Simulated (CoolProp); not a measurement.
Vapour-liquid equilibrium of methanol (1) + acetone (2) at 18.2 bar; x and y are mole fractions of (1).

Computed with CoolProp (multi-fluid Helmholtz-energy mixture model, de Reuck 1993 and Lemmon 2006; pair parameters Bell 2016).

```tsv
x	bubble temperature, mixture model (°C)	bubble temperature, Raoult's law (°C)	y, mixture model	y, Raoult's law
0.05	173.2	174.2	0.070	0.066
0.2	168.4	171.5	0.255	0.249
0.35	165.1	169.2	0.410	0.415
0.5	162.9	167.1	0.546	0.567
0.65	161.5	165.2	0.674	0.707
0.8	161.0	163.5	0.803	0.838
0.95	161.2	162.0	0.946	0.961
```

The largest gap from Raoult's law is -4.2 K in bubble temperature, at x = 0.5. y crosses x between x = 0.8 and 0.95: the model has an azeotrope there.

Pair parameters are fitted to limited data, so mixtures are less certain than the pure fluids.
